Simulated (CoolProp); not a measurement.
The fluid at 293.15 K and 0.109 MPa flows at 3.8 m/s in a round tube of 100 mm bore and 1.5 µm roughness, fully developed (64/Re and Nu = 3.66 if laminar; Colebrook and Gnielinski if turbulent). The same conditions are run with several fluids, on thermodynamics alone (safety and materials aside).

Model: reference Helmholtz-energy equation of state of each fluid (C2F6 (R116): Lemmon 2006; isobutane: Bücker 2006; R22: Kamei 1995; R236FA: Pan 2012), in CoolProp.

Rank C2F6 (R116), isobutane, R22, R236FA by Reynolds number, highest first.

R236FA (250000), C2F6 (R116) (171000), isobutane (138000), R22 (110000)

```tsv
fluid	Darcy friction factor	pressure drop (Pa/m)	heat-transfer coefficient (W/(m² K))	mass flow (kg/h)
C2F6 (R116)	0.0162	7.32	41.1	671
isobutane	0.0169	3.28	39.8	288
R22	0.0177	5.03	23.5	423
R236FA	0.0151	7.71	47.0	759
```

Transport values come from each fluid's own correlations; those of C2F6 (R116), R22, R236FA are estimates that may be off by 10 % or more.
